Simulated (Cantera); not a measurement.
A Cantera script and its output.

```python
import numpy as np
import cantera as ct

gas = ct.Solution("h2o2.yaml")
gas.TPX = 800, 40000, {'H2': 1.9, 'O2': 1, 'N2': 0.71}
reactor = ct.IdealGasConstPressureReactor(gas, energy="off", clone=False)
net = ct.ReactorNet([reactor])
net.rtol, net.atol = 1e-08, 1e-18
show = ['H2', 'O2', 'H2O', 'HO2', 'OH']
times = np.geomspace(2e-05, 40, 9)

steps = ct.SolutionArray(gas, extra=["t"])
rows = []
print(f"{'t/s':>10s}{'T/K':>9s}{'P/Pa':>11s}" + "".join(f"{s:>11s}" for s in show))
for t in times:
    while net.time < t:
        t_next = net.step()
        steps.append(gas.state, t=t_next)
    rows.append([np.interp(t, steps.t, y) for y in (steps.T, steps.P, *steps(*show).X.T)])
    print(f"{t:10.3e}{rows[-1][0]:9.1f}{rows[-1][1]:11.4g}" + "".join(f"{x:11.3e}" for x in rows[-1][2:]))
rate = np.gradient(steps.T, steps.t)
print("integrator steps:", len(steps.t))
if steps.T.max() > steps.T[0] + 200:
    print(f"time of steepest temperature rise: {steps.t[rate.argmax()]:.4e} s")
gas.TPX = 800, 40000, {'H2': 1.9, 'O2': 1, 'N2': 0.71}
gas.equilibrate("TP")
print(f"equilibrium (TP): T = {gas.T:.1f} K  " + "  ".join(f"{s} {gas[s].X[0]:.3e}" for s in show))
```

Result:

```
       t/s      T/K       P/Pa         H2         O2        H2O        HO2         OH
 2.000e-05    800.0      4e+04  5.263e-01  2.770e-01  1.023e-13  1.346e-12  5.178e-15
 1.226e-04    800.0      4e+04  5.263e-01  2.770e-01  1.833e-12  1.188e-11  9.804e-15
 7.521e-04    800.0      4e+04  5.263e-01  2.770e-01  1.376e-11  8.004e-11  9.975e-15
 4.612e-03    800.0      4e+04  5.263e-01  2.770e-01  9.015e-11  5.012e-10  1.071e-14
 2.828e-02    800.0      4e+04  5.263e-01  2.770e-01  6.826e-10  3.208e-09  1.555e-14
 1.734e-01    800.0      4e+04  5.263e-01  2.770e-01  1.054e-08  2.579e-08  6.035e-14
 1.064e+00    800.0      4e+04  5.263e-01  2.770e-01  1.187e-06  6.215e-07  1.847e-12
 6.523e+00    800.0      4e+04  5.261e-01  2.768e-01  2.590e-04  3.939e-06  6.204e-11
 4.000e+01    800.0      4e+04  4.977e-01  2.621e-01  3.773e-02  1.271e-05  7.955e-10
integrator steps: 627
equilibrium (TP): T = 800.0 K  H2 4.297e-13  O2 1.880e-02  H2O 7.143e-01  HO2 5.951e-12  OH 1.609e-09
```

Detailed kinetics in Cantera: the H2/O2 subset of GRI-Mech 3.0, which has no nitrogen chemistry. Below about 950 K walls govern HO2 and H2O2 in real vessels. The temperature is held fixed by assumption; the heat of reaction is taken as removed at once.
